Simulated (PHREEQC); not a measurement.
Solution (58 °C): 0.14 mol/kgw NH3 and 0.0002 mol/kgw KH2PO4. Closed to the air; pH follows from the charge balance.

The numbers come from PHREEQC with the ion-association model, phreeqc.dat.

### Question
The ionic strength comes out as 0.00222 mol/kgw. What activity coefficients do K+, HPO4-2, OH-, NH4+, PO4-3 get?

### Answer
K+ 0.95, HPO4-2 0.80, OH- 0.95, NH4+ 0.94, PO4-3 0.61.

Precipitation was switched off in this run. Species that the database lacks are ignored. Constants without temperature data keep their 25 °C values here.
